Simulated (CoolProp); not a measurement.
Vapour-liquid equilibrium of R13 (1) + propylene (2) at 0.866 MPa; x and y are mole fractions of (1).

Values from CoolProp's multi-fluid Helmholtz-energy mixture model, Platzer 1990 and Lemmon 2013; pair parameters Bell 2016. This equation is an older, rougher fit; its heat capacities, sound speeds and derivatives of the liquid may be far off and weren't checked against measurements.

```tsv
x	bubble temperature (°C)	y at the bubble point	dew temperature at overall composition x (°C)	liquid density (mol/L)
0.05	7.9	0.169	12.2	12.58
0.125	0.6	0.355	9.5	12.69
0.2	-5.1	0.485	6.8	12.74
0.275	-9.6	0.578	3.9	12.75
0.35	-13.1	0.648	0.8	12.74
0.425	-16.0	0.704	-2.4	12.71
0.5	-18.4	0.750	-5.8	12.66
0.575	-20.5	0.790	-9.4	12.61
0.65	-22.3	0.826	-13.2	12.56
0.725	-24.0	0.861	-17.1	12.51
0.8	-25.5	0.896	-21.0	12.46
0.875	-26.9	0.933	-24.6	12.43
0.95	-28.2	0.972	-27.5	12.40
```

No azeotrope shows between x = 0.05 and 0.95.

Pair parameters are fitted to limited data, so mixtures are less certain than the pure fluids.
